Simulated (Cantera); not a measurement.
Charge: 1 mol Fe3O4, 450 mol H2, 0.64 mol H2O, equilibrated at 2150 K and 0.0110 bar.

These are equilibrium values from Cantera (NASA tables, ideal gas, pure condensed phases), not measurements of a reactor. Candidate condensed phases: Fe, FeO, Fe(OH)2, Fe(OH)3, Fe2O3, Fe3O4, H2O; 12 gas species. The numbers say what is thermodynamically allowed, not how fast it happens.

Base state: H2 0.944, H 0.0391, H2O 0.00997, Fe 0.00648, OH 5.33e-5 (mole fractions); condensed: gas only.

Q: What changes in the equilibrium state with this change: H2 from 450 to 0.58 mol?

A: 
| species | before | after |
|---|---|---|
| H2O | 0.00997 | 0.793 |
| O2 | 6.96e-9 | 0.142 |
| OH | 5.33e-5 | 0.0319 |
| H2 | 0.944 | 0.0167 |
| H | 0.0391 | 0.00519 |
| FeO | 1.91e-6 | 0.00210 |
| Fe(OH)2 | 6.65e-9 | 0.000583 |
| O | 1.55e-6 | 0.00701 |
| Fe | 0.00648 | 0.00158 |
| FeO(l), mol | 0 | 2.99 |
The tables' stoichiometric FeO is somewhat more stable than real wüstite, so its field is too wide. FeO: taken at fixed stoichiometry.
